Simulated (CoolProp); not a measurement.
Vapour-liquid equilibrium of propane (1) + R236FA (2) at 13.75 °C; x and y are mole fractions of (1).

The numbers come from the multi-fluid Helmholtz-energy mixture model, Lemmon 2009 and Pan 2012; pair parameters Bell 2016 in CoolProp.

```tsv
x	bubble pressure, mixture model (MPa)	bubble pressure, Raoult's law (MPa)	y, mixture model	y, Raoult's law
0.05	0.2817	0.2097	?	0.169
0.125	0.4000	0.2490	0.562	0.355
0.2	0.4868	0.2882	0.653	0.490
0.275	?	0.3275	0.703	0.594
0.35	0.5909	0.3667	0.734	0.675
0.425	?	0.4060	0.756	0.740
0.5	0.6431	0.4452	0.773	0.794
0.575	?	0.4845	0.789	0.839
0.65	0.6761	0.5237	0.806	0.877
0.725	?	0.5630	0.826	0.910
0.8	0.7025	0.6022	0.853	0.939
0.875	0.7115	0.6415	0.891	0.964
0.95	0.7132	0.6807	0.947	0.987
```

Task: Some entries are withheld; supply them.

Result: 
- 0.05, y, mixture model: 0.357
- 0.275, bubble pressure, mixture model (MPa): 0.5482
- 0.425, bubble pressure, mixture model (MPa): 0.6209
- 0.575, bubble pressure, mixture model (MPa): 0.6607
- 0.725, bubble pressure, mixture model (MPa): 0.6901

The largest gap from Raoult's law is +68.9 % in bubble pressure, at x = 0.2. y crosses x between x = 0.875 and 0.95: the model has an azeotrope there.

Pair parameters are fitted to limited data, so mixtures are less certain than the pure fluids. With so large a gap from Raoult's law the liquid may split in two, which this calculation doesn't test in full.
